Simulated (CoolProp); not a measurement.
Vapour-liquid equilibrium of R134a (1) + cyclopropane (2) at 1970 kPa; x and y are mole fractions of (1).

Values from CoolProp's multi-fluid Helmholtz-energy mixture model, Tillner-Roth 1994 and Polt 1992; pair parameters Bell 2016. This equation is an older, rougher fit; its heat capacities, sound speeds and derivatives of the liquid may be far off and weren't checked against measurements.

```
x     bubble temperature (°C)  y at the bubble point  dew temperature at overall composition x (°C)  liquid density (mol/L)
----  -----------------------  ---------------------  ---------------------------------------------  ----------------------
0.05                     63.9                  0.096                                           65.6                   12.80
0.2                      57.9                  0.283                                           60.3                   12.25
0.35                     55.6                  0.396                                           56.3                   11.70
0.5                      55.1                  0.490                                           55.2                   11.22
0.65                     56.1                  0.592                                           57.2                   10.82
0.8                      58.9                  0.725                                           60.9                   10.48
0.95                     64.3                  0.918                                           65.3                   10.10
```

y crosses x between x = 0.35 and 0.5: the model has an azeotrope there.

Pair parameters are fitted to limited data, so mixtures are less certain than the pure fluids.
